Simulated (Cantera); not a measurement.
SiCl4 + Cl2 + H2 (silicon epitaxy and polysilicon growth)

Charge: 1 mol SiCl4, 0.42 mol Cl2, 730 mol H2, at 900 °C and 0.00410 bar.

Equilibrium computed with Cantera from the NASA thermochemical tables; the gas is ideal and each condensed phase is pure. Candidate condensed phases: Si; 19 gas species. Equilibrium is a limit: real reactors are often held back by kinetics, nucleation or transport.

```json
{
 "x(H2)": "0.993",
 "x(HCl)": "0.00641",
 "x(SiCl2)": "9.41e-5",
 "x(H)": "1.84e-6",
 "x(SiCl3)": "1.46e-6",
 "n(Si(s))": "0.929 mol",
 "gas_amount": "732.4 mol"
}
```
